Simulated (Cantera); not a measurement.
Feed: 1 mol PbO, 0.019 mol H₂O, 3.1 mol H₂, equilibrated at 1423.15 K and 0.133 bar.

These are equilibrium values from Cantera (NASA tables, ideal gas, pure condensed phases), not measurements of a reactor. Candidate condensed phases: H₂O, Pb, PbO, PbO₂, Pb₃O₄; 12 gas species. Equilibrium is a limit: real reactors are often held back by kinetics, nucleation or transport.

Base state: H₂ 0.617, H₂O 0.299, Pb 0.0842, Pb₂ 2.10e-5, H 1.43e-5 (mole fractions); condensed: Pb(l).

Problem. What changes in the equilibrium state with this change: temperature from 1423.15 K to 850 K?

Solution. 
```json
[
 {"species": "H₂", "before": "0.617", "after": "0.673"},
 {"species": "H₂O", "before": "0.299", "after": "0.327"},
 {"species": "Pb", "before": "0.0842", "after": "2.39e-6"},
 {"species": "Pb₂", "before": "2.10e-5", "after": "<1e-9"},
 {"species": "H", "before": "1.43e-5", "after": "<1e-9"},
 {"species": "Pb(l), mol", "before": "0.713", "after": "1.000"}
]
```
